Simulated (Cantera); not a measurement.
# Adiabatic ignition

An adiabatic, constant-volume homogeneous reactor starts with H2 : O2 : N2 = 1 : 0.25 : 1.97 (molar parts), at 1450 K and 9.87 atm.

Cantera simulation using the H2/O2 subset of GRI-Mech 3.0, which has no nitrogen chemistry; the numbers are that mechanism's predictions, not measurements. The hydrogen kinetics of GRI-Mech 3.0 are dated; newer H2 mechanisms differ, most at raised pressure.

```json
[
 {"t (s)": "1.00e-5", "T (K)": "2730", "P (bar)": "17.5", "x H2": "0.164", "x O2": "3.11e-5", "x H": "0.00846", "x H2O": "0.165", "x HO2": "1.19e-7", "x OH": "0.00223"},
 {"t (s)": "3.40e-5", "T (K)": "2747", "P (bar)": "17.5", "x H2": "0.165", "x O2": "1.82e-5", "x H": "0.00662", "x H2O": "0.166", "x HO2": "6.06e-8", "x OH": "0.00177"},
 {"t (s)": "0.000115", "T (K)": "2747", "P (bar)": "17.5", "x H2": "0.165", "x O2": "1.82e-5", "x H": "0.00662", "x H2O": "0.166", "x HO2": "6.06e-8", "x OH": "0.00177"},
 {"t (s)": "0.000391", "T (K)": "2747", "P (bar)": "17.5", "x H2": "0.165", "x O2": "1.82e-5", "x H": "0.00662", "x H2O": "0.166", "x HO2": "6.06e-8", "x OH": "0.00177"},
 {"t (s)": "0.00133", "T (K)": "2747", "P (bar)": "17.5", "x H2": "0.165", "x O2": "1.82e-5", "x H": "0.00662", "x H2O": "0.166", "x HO2": "6.06e-8", "x OH": "0.00177"},
 {"t (s)": "0.00451", "T (K)": "2747", "P (bar)": "17.5", "x H2": "0.165", "x O2": "1.82e-5", "x H": "0.00662", "x H2O": "0.166", "x HO2": "6.06e-8", "x OH": "0.00177"},
 {"t (s)": "0.0153", "T (K)": "2747", "P (bar)": "17.5", "x H2": "0.165", "x O2": "1.82e-5", "x H": "0.00662", "x H2O": "0.166", "x HO2": "6.06e-8", "x OH": "0.00177"},
 {"t (s)": "0.0520", "T (K)": "2747", "P (bar)": "17.5", "x H2": "0.165", "x O2": "1.82e-5", "x H": "0.00662", "x H2O": "0.166", "x HO2": "6.06e-8", "x OH": "0.00177"},
 {"t (s)": "0.177", "T (K)": "2747", "P (bar)": "17.5", "x H2": "0.165", "x O2": "1.82e-5", "x H": "0.00662", "x H2O": "0.166", "x HO2": "6.06e-8", "x OH": "0.00177"},
 {"t (s)": "0.600", "T (K)": "2747", "P (bar)": "17.5", "x H2": "0.165", "x O2": "1.82e-5", "x H": "0.00662", "x H2O": "0.166", "x HO2": "6.06e-8", "x OH": "0.00177"}
]
```
x: mole fraction; the columns are a selection and need not sum to one.

```
Property                                                             Value
---------------------------------  ---------------------------------------
time of steepest temperature rise                                  2.88 µs
temperature at 0.600 s                                              2747 K
equilibrium temperature                                             2747 K
x(H2) at 0.600 s                       0.165 (gas-phase equilibrium 0.165)
x(O2) at 0.600 s                   1.82e-5 (gas-phase equilibrium 1.82e-5)
x(H) at 0.600 s                    0.00662 (gas-phase equilibrium 0.00662)
```
